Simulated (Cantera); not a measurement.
An adiabatic, constant-volume homogeneous reactor starts with CH4 : O2 : N2 = 1 : 5 : 18.8 (molar parts), equivalence ratio 0.40, at 1550 K and 500000 Pa. Integrator tolerance rtol = 1e-08.

Computed with Cantera and GRI-Mech 3.0 (53 species, 325 reactions).

Problem. What does this change do: pressure from 500000 Pa to 1000000 Pa?

Solution. 
| quantity | before | after |
|---|---|---|
| time of steepest temperature rise | 0.150 ms | 85.7 µs |
| temperature at 0.300 s | 2509 K | 2521 K |
| equilibrium temperature | 2509 K | 2521 K |
| x(CH4) at 0.300 s | <1e-12 (gas-phase equilibrium <1e-12) | <1e-12 (gas-phase equilibrium <1e-12) |
| x(O2) at 0.300 s | 0.111 (gas-phase equilibrium 0.111) | 0.111 (gas-phase equilibrium 0.111) |
| x(CH2CO) at 0.300 s | <1e-12 (gas-phase equilibrium <1e-12) | <1e-12 (gas-phase equilibrium <1e-12) |
| x(O) at 0.300 s | 0.00178 (gas-phase equilibrium 0.00178) | 0.00133 (gas-phase equilibrium 0.00133) |
| x(H) at 0.300 s | 0.000208 (gas-phase equilibrium 0.000208) | 0.000134 (gas-phase equilibrium 0.000134) |
| x(C2H6) at 0.300 s | <1e-12 (gas-phase equilibrium <1e-12) | <1e-12 (gas-phase equilibrium <1e-12) |
| x(HCN) at 0.300 s | 3.43e-12 (gas-phase equilibrium 3.43e-12) | 3.38e-12 (gas-phase equilibrium 3.38e-12) |
